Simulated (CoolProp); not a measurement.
Vapour-liquid equilibrium of R125 (1) + R227EA (2) at 0.0484 bar; x and y are mole fractions of (1).

The numbers come from the multi-fluid Helmholtz-energy mixture model, Lemmon 2005 and Lemmon 2016; pair parameters Bell 2016 in CoolProp.

| x | bubble temperature, mixture model (°C) | bubble temperature, Raoult's law (°C) | y, mixture model | y, Raoult's law |
|---|---|---|---|---|
| 0.05 | -72.7 | -72.7 | 0.262 | 0.261 |
| 0.15 | -77.9 | -77.7 | 0.564 | 0.561 |
| 0.25 | -81.7 | -81.5 | 0.723 | 0.719 |
| 0.35 | -84.6 | -84.4 | 0.815 | 0.812 |
| 0.45 | -87.0 | -86.8 | 0.874 | 0.872 |
| 0.55 | -88.9 | -88.8 | 0.914 | 0.914 |
| 0.65 | -90.6 | -90.5 | 0.942 | 0.943 |
| 0.75 | -92.0 | -91.9 | 0.964 | 0.965 |
| 0.85 | -93.3 | -93.2 | 0.981 | 0.982 |
| 0.95 | -94.4 | -94.4 | 0.994 | 0.995 |

The largest gap from Raoult's law is -0.2 K in bubble temperature, at x = 0.35. No azeotrope shows between x = 0.05 and 0.95.

The pair parameters rest on a limited set of measurements; away from them the model extrapolates.
